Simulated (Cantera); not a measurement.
Source: NASA polynomial tables (part measured, part estimated), evaluated in Cantera. Values are per mole of reaction as written; species without (g) are pure solids or liquids, kept so even where they would boil at 1 bar.

2 HI(g) + Mg(g) = MgI2 + 2 H(g)

```tsv
T (K)	ΔH° (kJ)	ΔS° (J/K)	ΔG° (kJ)	log10 K	condensed phases
300	-130.7	-202.5	-70.0	12.18	MgI2(s)
623	…	…	…	…	MgI2(s)
723	-113.1	-166.1	7.1	-0.51	MgI2(s)
823	…	…	…	…	MgI2(s)
923	-74.9	-123.0	38.7	-2.19	MgI2(l)
1023	…	…	…	…	MgI2(l)
1123	-63.9	-112.3	62.2	-2.89	MgI2(l)
1223	-58.6	-107.8	73.2	-3.12	MgI2(l)
```

Task: What belongs in the gaps?

Result: 
- 623, ΔH° (kJ): -117.4
- 623, ΔS° (J/K): -172.6
- 623, ΔG° (kJ): -9.9
- 623, log10 K: 0.83
- 823, ΔH° (kJ): -108.7
- 823, ΔS° (J/K): -160.5
- 823, ΔG° (kJ): 23.4
- 823, log10 K: -1.48
- 1023, ΔH° (kJ): -69.4
- 1023, ΔS° (J/K): -117.3
- 1023, ΔG° (kJ): 50.7
- 1023, log10 K: -2.59
